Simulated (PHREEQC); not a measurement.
Phosphoric acid bath: speciation

Solution (25 °C): 0.29 mol H3PO4 and 0.00032 mol HCl per kg of water. Closed to the air; pH follows from the charge balance.

Computed with PHREEQC (ion-association model, phreeqc.dat).

Each row changes one thing in this solution. This is a speciation only: nothing precipitates in the calculation.

```csv
case,pH,ionic strength (mol/kgw)
as made,1.38,0.0485
temperature from 25 to 30 °C,1.39,0.0472
diluted 100-fold with water,2.67,?
H3PO4 from 0.29 to 0.145 mol/kgw,1.55,0.0324
temperature from 25 to 5 °C,1.33,?
HCl from 0.00032 to 3.2e-05 mol/kgw,1.38,?
HCl from 0.00032 to 0.00064 mol/kgw,1.38,0.0487
HCl from 0.00032 to 0.000352 mol/kgw,1.38,0.0486
H3PO4 left out,?,0.000320
```

Task: Complete the blanks.

Result: 
- diluted 100-fold with water, ionic strength (mol/kgw): 0.00224
- temperature from 25 to 5 °C, ionic strength (mol/kgw): 0.0546
- HCl from 0.00032 to 3.2e-05 mol/kgw, ionic strength (mol/kgw): 0.0484
- H3PO4 left out, pH: 3.50

Constants without temperature data keep their 25 °C values here.
